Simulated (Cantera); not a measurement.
An isothermal, constant-pressure homogeneous reactor starts with CH4 : O2 : N2 = 0.0042 : 0.0082 : 1 (molar parts), at 1275 K and 13.8 atm.

Computed with Cantera and GRI-Mech 3.0 (53 species, 325 reactions). The pressure lies above the range GRI-Mech 3.0 was tuned for (to about 10 atm).

x: mole fraction; the columns are a selection and need not sum to one.

```tsv
t (s)	x CH4	x O2	x NO	x C2H6	x H2O
0.000600	0.00415	0.00810	<1e-12	3.84e-9	8.55e-8
0.00294	0.00415	0.00810	<1e-12	5.00e-7	1.82e-6
0.0144	0.00412	0.00808	<1e-12	7.25e-6	2.13e-5
0.0707	8.47e-5	?	6.73e-9	6.57e-7	0.00758
0.346	1.67e-12	?	9.20e-8	<1e-12	0.00809
1.70	1.41e-12	?	8.97e-8	<1e-12	0.00808
8.32	1.37e-12	?	8.71e-8	<1e-12	0.00808
40.8	1.32e-12	4.70e-11	8.12e-8	<1e-12	0.00808
200	1.15e-12	<1e-12	5.94e-8	<1e-12	0.00808
```

Q: What belongs in the gaps?

A: 
- 0.0707, x O2: 0.00171
- 0.346, x O2: 2.73e-7
- 1.70, x O2: 3.54e-8
- 8.32, x O2: 5.02e-9
